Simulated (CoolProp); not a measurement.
Vapour-liquid equilibrium of R152A (1) + isobutane (2) at 214.2 K; x and y are mole fractions of (1).

Computed with CoolProp (multi-fluid Helmholtz-energy mixture model, Outcalt 1996 and Bücker 2006; pair parameters Bell 2016).

| x | bubble pressure (MPa) | y at the bubble point | dew pressure at overall composition x (MPa) | liquid density (mol/L) |
|---|---|---|---|---|
| 0.05 | 0.01341 | 0.295 | 0.01036 | 11.24 |
| 0.125 | 0.01701 | 0.477 | 0.01114 | ___ |
| 0.2 | 0.01918 | 0.559 | 0.01205 | ___ |
| 0.275 | ___ | 0.601 | 0.01311 | 12.06 |
| 0.35 | 0.02103 | 0.625 | 0.01435 | 12.37 |
| 0.425 | 0.02130 | ___ | 0.01583 | 12.70 |
| 0.5 | 0.02140 | 0.642 | 0.01760 | 13.06 |
| 0.575 | 0.02142 | 0.645 | 0.01965 | 13.45 |
| 0.65 | 0.02143 | 0.647 | 0.02142 | 13.87 |
| 0.725 | 0.02141 | 0.653 | 0.02037 | ___ |
| 0.8 | 0.02123 | ___ | 0.01907 | 14.83 |
| 0.875 | 0.02060 | 0.711 | 0.01784 | 15.36 |
| 0.95 | 0.01874 | 0.820 | 0.01672 | 15.95 |

Complete the blanks.


- 0.125, liquid density (mol/L): 11.49
- 0.2, liquid density (mol/L): 11.77
- 0.275, bubble pressure (MPa): 0.02040
- 0.425, y at the bubble point: 0.637
- 0.725, liquid density (mol/L): 14.33
- 0.8, y at the bubble point: 0.669

y crosses x between x = 0.575 and 0.65: the model has an azeotrope there.

Pair parameters are fitted to limited data, so mixtures are less certain than the pure fluids. With so large a gap from Raoult's law the liquid may split in two, which this calculation doesn't test in full.
